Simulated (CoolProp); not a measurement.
Vapour-liquid equilibrium of R245fa (1) + n-pentane (2) at 0.751 MPa; x and y are mole fractions of (1).

The numbers come from the multi-fluid Helmholtz-energy mixture model, Akasaka 2015 and Thol 2019; pair parameters Bell 2016 in CoolProp.

```json
[
 {"x": "0.05", "bubble temperature (K)": "372.3", "y at the bubble point": "0.228", "dew temperature at overall composition x (K)": "381.5", "liquid density (mol/L)": "7.435"},
 {"x": "0.125", "bubble temperature (K)": "361.4", "y at the bubble point": "0.416", "dew temperature at overall composition x (K)": "377.7", "liquid density (mol/L)": "7.609"},
 {"x": "0.2", "bubble temperature (K)": "355.6", "y at the bubble point": "0.512", "dew temperature at overall composition x (K)": "373.7", "liquid density (mol/L)": "7.708"},
 {"x": "0.275", "bubble temperature (K)": "352.3", "y at the bubble point": "0.567", "dew temperature at overall composition x (K)": "369.6", "liquid density (mol/L)": "7.774"},
 {"x": "0.35", "bubble temperature (K)": "350.3", "y at the bubble point": "0.602", "dew temperature at overall composition x (K)": "365.4", "liquid density (mol/L)": "7.830"},
 {"x": "0.425", "bubble temperature (K)": "349.1", "y at the bubble point": "0.628", "dew temperature at overall composition x (K)": "360.9", "liquid density (mol/L)": "7.889"},
 {"x": "0.5", "bubble temperature (K)": "348.2", "y at the bubble point": "0.651", "dew temperature at overall composition x (K)": "356.3", "liquid density (mol/L)": "7.958"},
 {"x": "0.575", "bubble temperature (K)": "347.6", "y at the bubble point": "0.674", "dew temperature at overall composition x (K)": "351.8", "liquid density (mol/L)": "8.043"},
 {"x": "0.65", "bubble temperature (K)": "347.1", "y at the bubble point": "0.699", "dew temperature at overall composition x (K)": "348.2", "liquid density (mol/L)": "8.146"},
 {"x": "0.725", "bubble temperature (K)": "346.9", "y at the bubble point": "0.731", "dew temperature at overall composition x (K)": "347.0", "liquid density (mol/L)": "8.266"},
 {"x": "0.8", "bubble temperature (K)": "347.1", "y at the bubble point": "0.772", "dew temperature at overall composition x (K)": "347.4", "liquid density (mol/L)": "8.403"},
 {"x": "0.875", "bubble temperature (K)": "347.8", "y at the bubble point": "0.831", "dew temperature at overall composition x (K)": "348.5", "liquid density (mol/L)": "8.548"},
 {"x": "0.95", "bubble temperature (K)": "349.4", "y at the bubble point": "0.918", "dew temperature at overall composition x (K)": "350.1", "liquid density (mol/L)": "8.694"}
]
```

y crosses x between x = 0.725 and 0.8: the model has an azeotrope there.

The pair parameters rest on a limited set of measurements; away from them the model extrapolates. With so large a gap from Raoult's law the liquid may split in two, which this calculation doesn't test in full.
